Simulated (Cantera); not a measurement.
**Si + NF3 + N2 (silicon etching in halogen gases)**

A closed system holds: 1 mol Si, 2.5 mol NF3, 15 mol N2, equilibrated at 7.50 Torr.

Cantera equilibrium calculation (NASA polynomials, part measured and part estimated; ideal gas, pure solids and liquids). Candidate condensed phases: Si, Si3N4; 16 gas species. The numbers say what is thermodynamically allowed, not how fast it happens.

| T (K) | x N2 | x F | x F2 | x NF3 | x SiF4 | x NF2 |
|---|---|---|---|---|---|---|
| 450 | 0.878 | 2.64e-8 | 1.70e-5 | 0.0654 | 0.0561 | <1e-12 |
| 550 | 0.878 | 1.12e-5 | 0.00122 | 0.0646 | 0.0560 | 1.62e-10 |
| 650 | 0.873 | 0.000696 | 0.0200 | 0.0509 | 0.0553 | 8.32e-9 |
| 750 | 0.856 | 0.00963 | 0.0691 | 0.0126 | 0.0530 | 6.58e-8 |
| 850 | 0.837 | 0.0442 | 0.0665 | 0.00100 | 0.0515 | 1.20e-7 |
| 950 | 0.810 | 0.107 | 0.0337 | 5.13e-5 | 0.0498 | 9.94e-8 |
| 1050 | 0.790 | 0.152 | 0.00929 | 1.55e-6 | 0.0486 | 4.11e-8 |
| 1150 | 0.785 | 0.165 | 0.00211 | 4.68e-8 | 0.0483 | 1.32e-8 |
| 1250 | 0.784 | 0.168 | 0.000546 | 2.12e-9 | 0.0482 | 4.56e-9 |
| 1350 | 0.783 | 0.168 | 0.000168 | 1.47e-10 | 0.0482 | 1.81e-9 |
x: gas mole fraction; nothing condenses.

From 450 K to 1350 K nothing is condensed. The main Si-bearing gas is SiF4 throughout.
